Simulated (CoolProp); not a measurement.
A Linde-Hampson liquefier for nitrogen: isothermal reversible compression at 300 K from 1 atm to 15 MPa, throttling to 1 atm, return gas leaving the recuperator 0 K below the feed. Each further row changes one setting.

Values from CoolProp's reference Helmholtz-energy equation of state, Span 2000.

```json
[
 {"case": "as stated", "liquid yield per pass": "0.061", "compression work (kJ/kg of gas)": "445"},
 {"case": "high pressure 30 MPa", "liquid yield per pass": "0.089", "compression work (kJ/kg of gas)": "511"},
 {"case": "warm-end temperature 330 K", "liquid yield per pass": "0.045", "compression work (kJ/kg of gas)": "492"},
 {"case": "warm-end gap 5 K", "liquid yield per pass": "0.050", "compression work (kJ/kg of gas)": "445"}
]
```
